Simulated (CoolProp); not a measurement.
Saturation properties of fluorine (Tc = -128.7 °C, pc = 5240 kPa, ω = 0.045).

Values from CoolProp's reference Helmholtz-energy equation of state, de Reuck 1990.

| T (°C) | p (kPa) | vapour density (kg/m³) |
|---|---|---|
| -190.95 | 72.31 | 4.134 |
| -186.05 | 127.6 | 6.977 |
| -181.25 | 208.8 | 11.01 |
| -176.35 | 327.0 | 16.72 |
| -171.45 | 489.3 | 24.42 |
| -166.55 | 704.3 | 34.57 |
| -161.65 | 980.9 | 47.73 |
| -156.75 | 1328 | 64.67 |
| -151.85 | 1756 | 86.53 |

It boils at -188.1 °C under 1 atm.
